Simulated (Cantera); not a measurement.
An isothermal, constant-pressure homogeneous reactor starts with 8.33 % CH4, 91.7 % N2, at 1900 K and 100.0 Torr.

Detailed kinetics in Cantera: GRI-Mech 3.0 (53 species, 325 reactions). GRI-Mech 3.0 stops at C3 and has no aromatics, soot or wall deposition, so with more carbon than oxygen in the feed, carbon stays in small species such as C2H2 where larger ones or solid carbon would form.

x: mole fraction; the columns are a selection and need not sum to one.

| t (s) | x CH4 | x CH3 | x CH2 | x C2H | x C2H4 | x HCN | x H2 |
|---|---|---|---|---|---|---|---|
| 5.00e-6 | 0.0833 | 1.53e-5 | 2.65e-10 | <1e-12 | 7.92e-11 | <1e-12 | 6.06e-6 |
| 1.66e-5 | 0.0833 | 5.81e-5 | 3.70e-9 | <1e-12 | 7.73e-9 | <1e-12 | 2.73e-5 |
| 5.52e-5 | 0.0831 | 0.000200 | 3.52e-8 | <1e-12 | 4.52e-7 | 5.09e-12 | 9.96e-5 |
| 0.000183 | 0.0826 | 0.000666 | 3.16e-7 | 2.23e-11 | 1.88e-5 | 1.17e-10 | 0.000373 |
| 0.000610 | 0.0796 | 0.00207 | 2.49e-6 | 6.73e-9 | 0.000622 | (withheld) | 0.00254 |
| 0.00203 | 0.0542 | 0.00338 | 8.36e-6 | 4.25e-7 | 0.00493 | (withheld) | 0.0326 |
| 0.00673 | 0.0183 | 0.00138 | 5.06e-6 | 1.51e-6 | 0.000566 | (withheld) | 0.0881 |
| 0.0224 | 0.00413 | 0.000402 | 2.21e-6 | 2.34e-6 | 4.09e-5 | (withheld) | 0.109 |
| 0.0743 | 0.000776 | 9.27e-5 | 6.60e-7 | 2.98e-6 | 8.56e-6 | (withheld) | 0.114 |
| 0.247 | 0.000171 | 2.18e-5 | 1.68e-7 | 3.20e-6 | 7.16e-6 | (withheld) | 0.115 |
| 0.820 | 4.71e-5 | 6.05e-6 | 4.73e-8 | 3.23e-6 | 7.10e-6 | (withheld) | 0.115 |
| 2.73 | 2.42e-5 | 3.12e-6 | 2.44e-8 | 3.23e-6 | 7.09e-6 | (withheld) | 0.115 |
| 9.06 | 2.36e-5 | 3.04e-6 | 2.38e-8 | 3.23e-6 | 7.09e-6 | (withheld) | 0.115 |
| 30.1 | 2.40e-5 | 3.09e-6 | 2.42e-8 | 3.22e-6 | 7.07e-6 | (withheld) | 0.115 |
| 100 | 2.48e-5 | 3.20e-6 | 2.50e-8 | 3.20e-6 | 7.02e-6 | (withheld) | 0.115 |

**Question.** Fill in the missing entries.

**Answer.** 
- 0.000610, x HCN: 5.17e-9
- 0.00203, x HCN: 5.12e-7
- 0.00673, x HCN: 5.08e-6
- 0.0224, x HCN: 1.61e-5
- 0.0743, x HCN: 3.33e-5
- 0.247, x HCN: 5.26e-5
- 0.820, x HCN: 7.10e-5
- 2.73, x HCN: 9.29e-5
- 9.06, x HCN: 0.000150
- 30.1, x HCN: 0.000328
- 100, x HCN: 0.000847
